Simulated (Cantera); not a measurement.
Cu + CO (metals in furnace atmospheres)

Charge: 1 mol Cu, 1.1 mol CO, equilibrated at 1 atm.

These are equilibrium values from Cantera (NASA tables, ideal gas, pure condensed phases), not measurements of a reactor. Candidate condensed phases: C, Cu, CuO, Cu₂O; 15 gas species. Kinetics and transport are ignored.

| T (°C) | x CO | x CO₂ | x Cu | x Cu₂ | n C(graphite) | n Cu(s) | n Cu(l) |
|---|---|---|---|---|---|---|---|
| 775 | 0.841 | 0.159 | 9.66e-11 | <1e-12 | 0.151 | 1.00 | 0 |
| 825 | 0.921 | 0.0785 | 5.50e-10 | <1e-12 | 0.0801 | 1.00 | 0 |
| 875 | 0.962 | 0.0381 | 2.69e-9 | <1e-12 | 0.0404 | 1.00 | 0 |
| 925 | 0.981 | 0.0190 | 1.15e-8 | <1e-12 | 0.0205 | 1.00 | 0 |
| 975 | 0.990 | 0.00981 | 4.35e-8 | 2.10e-12 | 0.0107 | 1.00 | 0 |
| 1025 | 0.995 | 0.00531 | 1.49e-7 | 1.20e-11 | 0.00581 | 1.00 | 0 |
| 1075 | 0.997 | 0.00300 | 4.62e-7 | 5.95e-11 | 0.00329 | 1.000 | 0 |
| 1125 | 0.998 | 0.00177 | 1.28e-6 | 2.46e-10 | 0.00194 | 0 | 1.000 |
| 1175 | 0.999 | 0.00108 | 3.27e-6 | 9.05e-10 | 0.00119 | 0 | 1.000 |
| 1225 | 0.999 | 0.000684 | 7.85e-6 | 3.04e-9 | 0.000751 | 0 | 1.000 |
| 1275 | 1.000 | 0.000446 | 1.78e-5 | 9.39e-9 | 0.000490 | 0 | 1.000 |
| 1325 | 1.000 | 0.000299 | 3.81e-5 | 2.70e-8 | 0.000329 | 0 | 1.000 |
| 1375 | 1.000 | 0.000206 | 7.80e-5 | 7.24e-8 | 0.000226 | 0 | 1.000 |
| 1425 | 1.000 | 0.000145 | 0.000153 | 1.83e-7 | 0.000159 | 0 | 1.000 |
x: gas mole fraction; n: condensed amount in mol.

From 775 °C to 1075 °C the condensed part is C(graphite) + Cu(s). From 1125 °C to 1425 °C the condensed part is C(graphite) + Cu(l).
